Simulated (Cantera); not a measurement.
Input (Python, Cantera):

```python
import numpy as np
import cantera as ct

gas = ct.Solution("gri30.yaml")
gas.TPX = 300, 180000, {'CO': 1, 'H2': 0.1, 'O2': 1.38, 'N2': 5.17}
inlet = ct.Reservoir(gas, clone=True)
gas.equilibrate("HP")  # start burning
reactor = ct.IdealGasConstPressureReactor(gas, energy="on", clone=False)
exhaust = ct.Reservoir(gas, clone=True)
tau = [0.039, 0.019, 0.0094, 0.0046, 0.0023, 0.0011, 0.00055, 0.00027, 0.00013, 6.5e-05, 3.2e-05][0]
for a, b in ((inlet, reactor), (reactor, exhaust)):
    ct.MassFlowController(a, b, mdot=lambda t: reactor.mass / tau)
net = ct.ReactorNet([reactor])
show = ['CO', 'H2', 'O2', 'CO2', 'O', 'H2O2']

rows = []
print(f"{'tau/s':>10s}{'T/K':>9s}" + "".join(f"{s:>11s}" for s in show))
for tau in [0.039, 0.019, 0.0094, 0.0046, 0.0023, 0.0011, 0.00055, 0.00027, 0.00013, 6.5e-05, 3.2e-05]:
    net.initial_time = 0.0
    net.advance(30 * tau)
    before = gas.X
    net.advance(40 * tau)
    drift = np.max(np.abs(gas.X - before) / (gas.X + 1e-9))
    rows.append([gas.T, *gas[show].X, drift])
    print(f"{tau:10.3e}{gas.T:9.1f}" + "".join(f"{x:11.3e}" for x in gas[show].X))
```

Output:

```
     tau/s      T/K         CO         H2         O2        CO2          O       H2O2
 3.900e-02   1511.1  2.304e-03  3.250e-05  1.176e-01  1.383e-01  3.421e-04  1.420e-07
 1.900e-02   1498.3  3.797e-03  5.171e-05  1.182e-01  1.367e-01  5.333e-04  2.032e-07
 9.400e-03   1477.6  6.277e-03  8.167e-05  1.191e-01  1.340e-01  8.021e-04  2.938e-07
 4.600e-03   1440.4  1.085e-02  1.325e-04  1.210e-01  1.291e-01  1.150e-03  4.483e-07
 2.300e-03   1358.2  2.146e-02  2.441e-04  1.256e-01  1.177e-01  1.374e-03  8.066e-07
 1.100e-03    300.0  1.307e-01  1.307e-02  1.804e-01 -2.015e-16 -1.514e-30 -1.413e-19
 5.500e-04    300.0  1.307e-01  1.307e-02  1.804e-01 -3.693e-19  2.269e-32 -2.589e-22
 2.700e-04    300.0  1.307e-01  1.307e-02  1.804e-01 -2.333e-20  1.179e-32 -1.636e-23
 1.300e-04    300.0  1.307e-01  1.307e-02  1.804e-01 -1.474e-21  6.897e-33 -1.033e-24
 6.500e-05    300.0  1.307e-01  1.307e-02  1.804e-01 -9.308e-23  3.878e-33 -6.526e-26
 3.200e-05    300.0  1.307e-01  1.307e-02  1.804e-01 -5.880e-24  2.048e-33 -4.122e-27
```

Model: GRI-Mech 3.0 (53 species, 325 reactions), integrated in Cantera.
